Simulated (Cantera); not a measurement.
A freely propagating, adiabatic, planar premixed flame of 7.56 % C2H6, 18.9 % O2, 71.1 % N2, 2.49 % CO2, equivalence ratio 1.4, unburnt at 673 K and 120 Torr; mixture-averaged transport, grid criteria slope 0.08 and curve 0.16, no radiation.

Computed with Cantera and GRI-Mech 3.0 (53 species, 325 reactions). Burning velocities carry a grid error of a few per cent, more on coarse grids.

Predict: laminar burning velocity; thermal thickness; peak x(CO); peak x(C2H2).


| Property | Value |
|---|---|
| laminar burning velocity | 154 cm/s |
| thermal thickness | 1.77 mm |
| peak x(CO) | 0.104 |
| peak x(C2H2) | 0.00425 |
